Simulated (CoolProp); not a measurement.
Values from CoolProp's reference Helmholtz-energy equation of state, Thol 2019.

### Question
Give the vapour pressure (MPa), liquid density (kg/m³), vapour density (kg/m³), enthalpy of vaporisation (kJ/kg) of saturated dodecamethylpentasiloxane (MD3M) at 46.75, 64.65, 88.45 °C.

### Answer
| T (°C) | p (MPa) | liquid density (kg/m³) | vapour density (kg/m³) | enthalpy of vaporisation (kJ/kg) |
|---|---|---|---|---|
| 46.75 | 4.09e-5 | 849 | 0.00593 | 170 |
| 64.65 | 0.000148 | 832 | 0.0203 | 164 |
| 88.45 | 0.000630 | 808 | 0.0808 | 157 |
